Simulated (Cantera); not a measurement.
Input (Python, Cantera) and output of one run.

```python
import numpy as np
import cantera as ct

gas_names = """
    C CH CH2 CH3 CH2OH CH3O CH4 CH3OH CO CO2 COOH C2 C2H CHCO,ketyl C2H2,acetylene C2H2,vinylidene
    CH2CO,ketene C2H3,vinyl CH3CO,acetyl C2H4 C2H4O,ethylen CH3CHO,ethanal CH3COOH (HCOOH)2 C2H5 C2H6
    CH3OCH3 C2H5OH C2O C3 C3H3,propargyl C3H4,allene C3H4,propyne C3H4,cyclo- C3H5,allyl C3H6,propylene
    C3H6,cyclo- C3H6O C3H7,n-propyl C3H7,i-propyl C3H8 C3H8O,1propanol C3H8O,2propanol C3O2 C4 C4H2
    C4H4,1,3-cyclo- C4H6,butadiene C4H6,2-butyne C4H6,cyclo- C4H8,1-butene C4H8,cis2-buten
    C4H8,tr2-butene C4H8,isobutene C4H8,cyclo- (CH3COOH)2 C4H9,n-butyl C4H9,i-butyl C4H9,s-butyl
    C4H9,t-butyl C4H10,isobutane C4H10,n-butane C5 C5H6,1,3cyclo- C5H8,cyclo- C5H10,1-pentene
    C5H10,cyclo- C5H11,pentyl C5H11,t-pentyl C5H12,n-pentane C5H12,i-pentane CH3C(CH3)2CH3 C6H2
    C6H5,phenyl C6H5O,phenoxy C6H6 C6H5OH,phenol C6H10,cyclo- C6H12,1-hexene C6H12,cyclo- C6H13,n-hexyl
    C7H7,benzyl C7H8 C7H8O,cresol C7H14,1-heptene C7H15,n-heptyl C7H16,n-heptane C8H8,styrene
    C8H10,ethylbenz C8H16,1-octene C8H17,n-octyl C8H18,isooctane C8H18,n-octane C9H19,n-nonyl
    C10H8,naphthale C10H21,n-decyl C12H9,o-bipheny C12H10,bipheny H HCO HO2 H2 HCHO,formaldehy HCOOH H2O
    H2O2 O OH O2 O3 Ta TaO TaO2
""".split()
cond_names = """
    C(gr) C6H6(L) C7H8(L) C8H18(L),n-octa H2O(s) H2O(L) Ta(cr) Ta(L) TaC(s) TaC(L) Ta2O5(s) Ta2O5(L)
""".split()


def load(file, names, dense=False):
    # The tables refer to 1 bar. Condensed volumes are neglected.
    table = {s.name: s for s in ct.Species.list_from_file(file)}
    out = []
    for n in names:
        d = dict(table[n].input_data)
        d["thermo"] = dict(d["thermo"], **{"reference-pressure": 1e5})
        if dense:
            d["equation-of-state"] = {"model": "constant-volume", "density": "1e6 g/cm^3"}
        out.append(ct.Species.from_dict(d))
    return out


gas = ct.Solution(thermo="ideal-gas", species=load("nasa_gas.yaml", gas_names))
cond = {s.name: ct.Solution(thermo="fixed-stoichiometry", species=[s], name=s.name)
        for s in load("nasa_condensed.yaml", cond_names, dense=True)}
atoms = {
    'Ta(OEt)5': {'Ta': 1, 'C': 10, 'H': 25, 'O': 5},
    'CO2': {'C': 1, 'O': 2},
}
top_T = {'C(gr)': 4500}  # K; cautious upper limits of use, not melting points


def equilibrate(T, P, feed):
    n = {}
    for name, mol in feed.items():
        for a, k in atoms[name].items():
            n[a] = n.get(a, 0.0) + k * mol
    gas.TPX = T, P, n
    mass = sum(n.values()) * gas.mean_molecular_weight
    gas.equilibrate("TP")
    valid = [c for c in cond.values() if c.min_temp <= T <= top_T.get(c.name, c.max_temp)]
    mix = ct.Mixture([(gas, mass / gas.mean_molecular_weight)] + [(c, 0.0) for c in valid])
    mix.T, mix.P = T, P
    mix.equilibrate("TP", solver="vcs", rtol=1e-11, max_steps=5000)
    return mix


results = []
feed = {'Ta(OEt)5': 1, 'CO2': 9.1}  # mol
P = 1000  # Pa
for T in [1148, 1248, 1348, 1448, 1548, 1648, 1748, 1848, 1948, 2048, 2148, 2248, 2348, 2448]:
    mix = equilibrate(T, P, feed)
    results.append((T, P, feed, dict(zip(mix.species_names, mix.species_moles))))
    x = sorted(zip(gas.X, gas.species_names), reverse=True)
    print(f"T = {T:g} K  P = {P:g} Pa  gas = {mix.phase_moles(0):.4g} mol")
    print("   x: " + "  ".join(f"{s} {v:.3e}" for v, s in x if v > 1e-05))
    print("   condensed (mol): " + ("  ".join(f"{mix.phase(i).name} {mix.phase_moles(i):.4g}"
          for i in range(1, mix.n_phases) if mix.phase_moles(i) > 1e-12) or "none"))
```

Output:

```
T = 1148 K  P = 1000 Pa  gas = 31.6 mol
   x: CO 5.758e-01  H2 3.736e-01  CO2 2.866e-02  H2O 2.197e-02
   condensed (mol): Ta2O5(s) 0.5
T = 1248 K  P = 1000 Pa  gas = 31.6 mol
   x: CO 5.791e-01  H2 3.703e-01  CO2 2.537e-02  H2O 2.526e-02
   condensed (mol): Ta2O5(s) 0.5
T = 1348 K  P = 1000 Pa  gas = 31.6 mol
   x: CO 5.818e-01  H2 3.676e-01  H2O 2.799e-02  CO2 2.264e-02  H 1.403e-05
   condensed (mol): Ta2O5(s) 0.5
T = 1448 K  P = 1000 Pa  gas = 31.6 mol
   x: CO 5.840e-01  H2 3.653e-01  H2O 3.024e-02  CO2 2.039e-02  H 5.571e-05
   condensed (mol): Ta2O5(s) 0.5
T = 1548 K  P = 1000 Pa  gas = 31.6 mol
   x: CO 5.858e-01  H2 3.634e-01  H2O 3.208e-02  CO2 1.855e-02  H 1.856e-04
   condensed (mol): Ta2O5(s) 0.5
T = 1648 K  P = 1000 Pa  gas = 31.61 mol
   x: CO 5.872e-01  H2 3.616e-01  H2O 3.359e-02  CO2 1.703e-02  H 5.355e-04
   condensed (mol): Ta2O5(s) 0.5
T = 1748 K  P = 1000 Pa  gas = 31.62 mol
   x: CO 5.882e-01  H2 3.598e-01  H2O 3.483e-02  CO2 1.576e-02  H 1.370e-03
   condensed (mol): Ta2O5(s) 0.5
T = 1848 K  P = 1000 Pa  gas = 31.65 mol
   x: CO 5.888e-01  H2 3.575e-01  H2O 3.582e-02  CO2 1.471e-02  H 3.170e-03  OH 2.336e-05
   condensed (mol): Ta2O5(s) 0.5
T = 1948 K  P = 1000 Pa  gas = 31.71 mol
   x: CO 5.885e-01  H2 3.543e-01  H2O 3.657e-02  CO2 1.383e-02  H 6.726e-03  OH 6.280e-05
   condensed (mol): Ta2O5(s) 0.4999
T = 2048 K  P = 1000 Pa  gas = 31.81 mol
   x: CO 5.873e-01  H2 3.492e-01  H2O 3.705e-02  H 1.323e-02  CO2 1.310e-02  OH 1.529e-04  TaO2 3.454e-05
   condensed (mol): Ta2O5(s) 0.4994
T = 2148 K  P = 1000 Pa  gas = 32 mol
   x: CO 5.844e-01  H2 3.410e-01  H2O 3.723e-02  H 2.434e-02  CO2 1.249e-02  OH 3.421e-04  TaO2 1.724e-04  O 1.721e-05
   condensed (mol): Ta2O5(L) 0.4972
T = 2248 K  P = 1000 Pa  gas = 32.32 mol
   x: CO 5.790e-01  H2 3.283e-01  H 4.209e-02  H2O 3.708e-02  CO2 1.202e-02  TaO2 7.216e-04  OH 7.121e-04  O 6.299e-05
   condensed (mol): Ta2O5(L) 0.4882
T = 2348 K  P = 1000 Pa  gas = 32.84 mol
   x: CO 5.698e-01  H2 3.089e-01  H 6.863e-02  H2O 3.667e-02  CO2 1.176e-02  TaO2 2.616e-03  OH 1.401e-03  O 2.105e-04  TaO 2.756e-05  O2 1.039e-05
   condensed (mol): Ta2O5(L) 0.4566
T = 2448 K  P = 1000 Pa  gas = 33.73 mol
   x: CO 5.544e-01  H2 2.802e-01  H 1.054e-01  H2O 3.641e-02  CO2 1.191e-02  TaO2 8.253e-03  OH 2.670e-03  O 6.665e-04  TaO 1.073e-04  O2 3.570e-05
   condensed (mol): Ta2O5(L) 0.359
```

These are equilibrium values from Cantera (NASA tables, ideal gas, pure condensed phases), not measurements of a reactor. The feed counts by its element totals alone.
